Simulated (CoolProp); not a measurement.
Values from CoolProp's reference Helmholtz-energy equation of state, Lemmon 2006. It is a short technical equation, of lower accuracy than the large ones.

**Question.** Give the vapour pressure (MPa), vapour density (kg/m³), enthalpy of vaporisation (kJ/kg), liquid cp (kJ/(kg K)) of saturated neopentane at 55.35 °C.

**Answer.** 
```
T (°C)  p (MPa)  vapour density (kg/m³)  enthalpy of vaporisation (kJ/kg)  liquid cp (kJ/(kg K))
------  -------  ----------------------  --------------------------------  ---------------------
55.35     0.409                    12.3                               276                   2.51
```
